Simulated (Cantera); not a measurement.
Cantera run:

```python
import numpy as np
import cantera as ct

gas_names = [...]  # 123 gases of nasa_gas.yaml made of C, H, O, Si
cond_names = """
    C(gr) C6H6(L) C7H8(L) C8H18(L),n-octa H2O(s) H2O(L) Si(cr) Si(L) SiC(b) SiO2(Lqz) SiO2(hqz) SiO2(L)
""".split()


# ... load() reads the species with a 1 bar reference pressure and builds the phases ...
atoms = {
    'SiH4': {'Si': 1, 'H': 4},
    'CO2': {'C': 1, 'O': 2},
    'O2': {'O': 2},
}
top_T = {'C(gr)': 4500, 'SiC(b)': 3050}  # K; cautious upper limits of use, not melting points


# ... equilibrate(T, P, feed) seeds the gas with the atoms and calls Mixture.equilibrate('TP', solver="vcs", rtol=1e-11, max_steps=5000) ...
results = []
feed = {'SiH4': 1, 'CO2': 1.7, 'O2': 0.062}  # mol
P = 1333.22  # Pa
for T in [1548, 1573, 1598, 1623, 1648, 1673, 1698, 1723, 1748, 1773, 1798, 1823, 1848]:
    mix = equilibrate(T, P, feed)
    results.append((T, P, feed, dict(zip(mix.species_names, mix.species_moles))))
    x = sorted(zip(gas.X, gas.species_names), reverse=True)
    print(f"T = {T:g} K  P = {P:g} Pa  gas = {mix.phase_moles(0):.4g} mol")
    print("   x: " + "  ".join(f"{s} {v:.3e}" for v, s in x if v > 0.0001))
    print("   condensed (mol): " + ("  ".join(f"{mix.phase(i).name} {mix.phase_moles(i):.4g}"
          for i in range(1, mix.n_phases) if mix.phase_moles(i) > 1e-12) or "none"))
```

Output:

```
T = 1548 K  P = 1333.22 Pa  gas = 3.726 mol
   x: H2 5.367e-01  CO 4.462e-01  SiO 1.691e-02  H 1.954e-04
   condensed (mol): SiC(b) 0.03769  SiO2(hqz) 0.8993
T = 1573 K  P = 1333.22 Pa  gas = 3.796 mol
   x: H2 5.267e-01  CO 4.425e-01  SiO 3.051e-02  H 2.556e-04
   condensed (mol): SiC(b) 0.02008  SiO2(hqz) 0.8641
T = 1598 K  P = 1333.22 Pa  gas = 3.877 mol
   x: H2 5.157e-01  CO 4.385e-01  SiO 4.542e-02  H 3.311e-04
   condensed (mol): SiO2(hqz) 0.8239
T = 1623 K  P = 1333.22 Pa  gas = 3.877 mol
   x: H2 5.156e-01  CO 4.385e-01  SiO 4.544e-02  H 4.298e-04
   condensed (mol): SiO2(hqz) 0.8238
T = 1648 K  P = 1333.22 Pa  gas = 3.877 mol
   x: H2 5.155e-01  CO 4.384e-01  SiO 4.548e-02  H 5.537e-04
   condensed (mol): SiO2(hqz) 0.8237
T = 1673 K  P = 1333.22 Pa  gas = 3.878 mol
   x: H2 5.152e-01  CO 4.383e-01  SiO 4.554e-02  H 7.080e-04  H2O 1.271e-04
   condensed (mol): SiO2(hqz) 0.8234
T = 1698 K  P = 1333.22 Pa  gas = 3.879 mol
   x: H2 5.149e-01  CO 4.382e-01  SiO 4.565e-02  H 8.987e-04  H2O 2.236e-04
   condensed (mol): SiO2(L) 0.8229
T = 1723 K  P = 1333.22 Pa  gas = 3.88 mol
   x: H2 5.145e-01  CO 4.380e-01  SiO 4.584e-02  H 1.133e-03  H2O 3.830e-04
   condensed (mol): SiO2(L) 0.8222
T = 1748 K  P = 1333.22 Pa  gas = 3.882 mol
   x: H2 5.139e-01  CO 4.378e-01  SiO 4.613e-02  H 1.418e-03  H2O 6.437e-04  CO2 1.518e-04
   condensed (mol): SiO2(L) 0.8209
T = 1773 K  P = 1333.22 Pa  gas = 3.884 mol
   x: H2 5.129e-01  CO 4.374e-01  SiO 4.661e-02  H 1.765e-03  H2O 1.060e-03  CO2 2.435e-04
   condensed (mol): SiO2(L) 0.8189
T = 1798 K  P = 1333.22 Pa  gas = 3.888 mol
   x: H2 5.116e-01  CO 4.368e-01  SiO 4.736e-02  H 2.181e-03  H2O 1.709e-03  CO2 3.829e-04
   condensed (mol): SiO2(L) 0.8159
T = 1823 K  P = 1333.22 Pa  gas = 3.894 mol
   x: H2 5.096e-01  CO 4.360e-01  SiO 4.848e-02  H2O 2.693e-03  H 2.679e-03  CO2 5.891e-04
   condensed (mol): SiO2(L) 0.8112
T = 1848 K  P = 1333.22 Pa  gas = 3.902 mol
   x: H2 5.068e-01  CO 4.348e-01  SiO 5.013e-02  H2O 4.136e-03  H 3.269e-03  CO2 8.852e-04
   condensed (mol): SiO2(L) 0.8044
```

These are equilibrium values from Cantera (NASA tables, ideal gas, pure condensed phases), not measurements of a reactor. Mutual solubility and eutectic melting of coexisting phases are not modelled. The tables hold silica as quartz up to 1696 K and as liquid above; real silica turns to tridymite and cristobalite and melts near 1996 K.
